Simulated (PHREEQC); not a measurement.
Solution (25 °C): 33 mmol/kgw Cd(NO3)2. Closed to the air; pH follows from the charge balance.

Computed with PHREEQC (ion-association model, wateq4f.dat).

```csv
quantity,before,after
pH,5.92,6.23
CdNO3+ (mol/kgw),0.00183,0.000122
CdOH+ (mol/kgw),1.03e-6,6.07e-7
Cd2OH+3 (mol/kgw),4.17e-7,3.33e-8
Cd(OH)2 (mol/kgw),3.51e-11,4.81e-11
SI of Cd(OH)2 (Cd(OH)2),-3.74,-3.62
```

Question: Which change was made?
(A) Cd(NO3)2 from 0.033 to 0.066 mol/kgw
(B) diluted 5-fold with water
(C) diluted 100-fold with water
(D) Cd(NO3)2 from 0.033 to 0.165 mol/kgw

Answer: B, diluted 5-fold with water

No solid was allowed to form.
